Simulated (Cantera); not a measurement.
Charge: 1 mol Si3N4, 0.011 mol O2, 100 mol H2, at 1923.15 K and 0.520 bar.

Equilibrium computed with Cantera from the NASA thermochemical tables; the gas is ideal and each condensed phase is pure. Candidate condensed phases: H2O, Si, SiO2, Si2N2O, Si3N4; 35 gas species. Gases not in the tables: Si2H6 and higher silanes. Equilibrium is a limit: real reactors are often held back by kinetics, nucleation or transport.

Base state: H2 0.979, N2 0.0196, H 0.00129, SiO 0.000215, SiH2 6.59e-5, Si 3.27e-5, SiH 1.91e-5 (mole fractions); condensed: Si(l).

Q: What changes in the equilibrium state with this change: temperature from 1923.15 K to 1000 K?

A: 
```
species           before    after
--------------  --------  -------
H2                 0.979    1.000
N2                0.0196  7.20e-5
H                0.00129  3.15e-9
SiO             0.000215    <1e-9
SiH2             6.59e-5    <1e-9
Si               3.27e-5    <1e-9
SiH              1.91e-5    <1e-9
Si(l), mol          2.97        0
Si2N2O(s), mol         0   0.0220
Si3N4(s), mol          0    0.985
```

Q: What changes in the equilibrium state with this change: pressure from 0.520 bar to 6.80 bar?

A: 
```json
[
 {"species": "H2", "before": "0.979", "after": "0.991"},
 {"species": "N2", "before": "0.0196", "after": "0.00846"},
 {"species": "H", "before": "0.00129", "after": "0.000360"},
 {"species": "SiO", "before": "0.000215", "after": "0.000217"},
 {"species": "Si", "before": "3.27e-5", "after": "2.50e-6"},
 {"species": "NH3", "before": "1.62e-6", "after": "1.42e-5"},
 {"species": "SiH", "before": "1.91e-5", "after": "5.31e-6"},
 {"species": "SiH2", "before": "6.59e-5", "after": "6.68e-5"},
 {"species": "Si(l), mol", "before": "2.97", "after": "1.25"},
 {"species": "Si3N4(s), mol", "before": "0", "after": "0.573"}
]
```
Mutual solubility and eutectic melting of coexisting phases are not modelled.

Q: What changes in the equilibrium state with this change: Si3N4 replaced by SiC?

A: 
| species | before | after |
|---|---|---|
| H2 | 0.979 | 0.998 |
| H | 0.00129 | 0.00131 |
| CO | 0 | 0.000118 |
| N2 | 0.0196 | 0 |
| SiO | 0.000215 | 0.000101 |
| CH4 | 0 | 2.59e-5 |
| Si | 3.27e-5 | 1.40e-5 |
| Si(l), mol | 2.97 | 0 |
| SiC(s), mol | 0 | 0.985 |
Further candidate phases: C, C6H6, C7H8, C8H18, SiC.
